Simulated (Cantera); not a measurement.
**Dilute partial oxidation**

An isothermal, constant-pressure homogeneous reactor starts with 0.515 % CH₂O, 3.04 % O₂, 92.0 % N₂, 4.42 % CH₄, equivalence ratio 3.1, at 900 K and 101000 Pa.

Cantera simulation using GRI-Mech 3.0 (53 species, 325 reactions); the numbers are that mechanism's predictions, not measurements. Below about 1000 K GRI-Mech 3.0 lacks low-temperature oxidation paths. The temperature is held fixed by assumption; the heat of reaction is taken as removed at once.

| t (s) | x CH₂O | x O₂ | x NO₂ | x H | x HO₂ | x NO | x C₂H |
|---|---|---|---|---|---|---|---|
| 2.00e-6 | 0.00515 | 0.0304 | <1e-12 | 2.37e-12 | 1.53e-10 | <1e-12 | <1e-12 |
| 8.73e-6 | 0.00515 | 0.0304 | <1e-12 | 4.29e-12 | 7.01e-10 | <1e-12 | <1e-12 |
| 3.81e-5 | 0.00515 | 0.0304 | <1e-12 | 4.50e-12 | 3.10e-9 | <1e-12 | <1e-12 |
| 0.000166 | 0.00515 | 0.0304 | <1e-12 | 4.95e-12 | 1.36e-8 | <1e-12 | <1e-12 |
| 0.000725 | 0.00515 | 0.0304 | <1e-12 | 6.92e-12 | 5.93e-8 | <1e-12 | <1e-12 |
| 0.00316 | 0.00515 | 0.0304 | <1e-12 | 1.62e-11 | 2.60e-7 | <1e-12 | <1e-12 |
| 0.0138 | 0.00515 | 0.0304 | <1e-12 | 8.31e-11 | 1.24e-6 | <1e-12 | <1e-12 |
| 0.0602 | 0.00504 | 0.0303 | <1e-12 | 1.87e-9 | 7.92e-6 | <1e-12 | <1e-12 |
| 0.263 | 0.00223 | 0.0261 | <1e-12 | 9.15e-8 | 2.27e-5 | <1e-12 | <1e-12 |
| 1.15 | 0.000707 | 0.0149 | <1e-12 | 4.15e-8 | 5.30e-6 | <1e-12 | <1e-12 |
| 5.00 | 0.000318 | 0.00559 | <1e-12 | 2.65e-8 | 2.34e-6 | <1e-12 | <1e-12 |
x: mole fraction; the columns are a selection and need not sum to one.

Equilibrium at this temperature and pressure: CH₂O 1.66e-9, O₂ <1e-12, NO₂ <1e-12, H 3.24e-11, HO₂ <1e-12, NO <1e-12, C₂H <1e-12 (gas phase only).
